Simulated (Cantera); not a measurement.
## Ignition delay

Mixture: 15.0 % CO, 2.40 % H2, 17.4 % O2, 65.3 % N2, at 750 Torr, adiabatic and at constant volume. Ignition delay is the time to a rise of 400 K.

Computed with Cantera and GRI-Mech 3.0 (53 species, 325 reactions). Where the delays flatten at high temperature, the 400 K rule measures the pace of heat release, not the induction time.

```csv
T0 (K),delay (ms)
1000,0.651
1100,0.213
1200,0.127
1300,0.0949
1400,0.0801
1500,0.0737
1600,0.0726
1700,0.0758
```
